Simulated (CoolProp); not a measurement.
Properties of dimethyl carbonate along the isobar 14.9 MPa (Tc = 283.9 °C, pc = 4.909 MPa, ω = 0.346).

The numbers come from the reference Helmholtz-energy equation of state, Zhou 2011 in CoolProp.

| T (°C) | phase | cp (kJ/(kg K)) | cv (kJ/(kg K)) | isothermal compressibility (1/MPa) |
|---|---|---|---|---|
| 42.85 | liquid | (withheld) | (withheld) | 0.0008949 |
| 68.25 | liquid | 1.884 | 1.411 | 0.001080 |
| 93.65 | liquid | 1.935 | (withheld) | 0.001313 |
| 119.05 | liquid | 1.993 | (withheld) | 0.001610 |
| 144.45 | liquid | (withheld) | (withheld) | 0.001995 |
| 169.85 | liquid | 2.117 | (withheld) | 0.002507 |
| 195.25 | liquid | 2.184 | 1.642 | 0.003214 |
| 220.65 | liquid | 2.261 | (withheld) | 0.004237 |
| 246.05 | liquid | 2.354 | 1.732 | 0.005823 |

Problem. Fill in the missing entries.

Solution. 
- 42.85, cp (kJ/(kg K)): 1.842
- 42.85, cv (kJ/(kg K)): 1.373
- 93.65, cv (kJ/(kg K)): 1.456
- 119.05, cv (kJ/(kg K)): 1.504
- 144.45, cp (kJ/(kg K)): 2.053
- 144.45, cv (kJ/(kg K)): 1.551
- 169.85, cv (kJ/(kg K)): 1.597
- 220.65, cv (kJ/(kg K)): 1.686
